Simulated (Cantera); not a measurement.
Mixture: CH4 : O2 : N2 : H2O = 1 : 3.45 : 12.8 : 2 (molar parts), at 750 Torr, adiabatic and at constant pressure. Ignition delay is the time to a rise of 400 K.

Cantera simulation using GRI-Mech 3.0 (53 species, 325 reactions); the numbers are that mechanism's predictions, not measurements.

Question: Predict: delay at 1025 K; delay at 1175 K; delay at 1325 K; delay at 1475 K; delay at 1625 K; apparent activation energy between 1550 and 1700 K.

Answer: delay at 1025 K: 0.584 s
delay at 1175 K: 59.5 ms
delay at 1325 K: 8.22 ms
delay at 1475 K: 1.48 ms
delay at 1625 K: 0.368 ms
apparent activation energy between 1550 and 1700 K: 180 kJ/mol
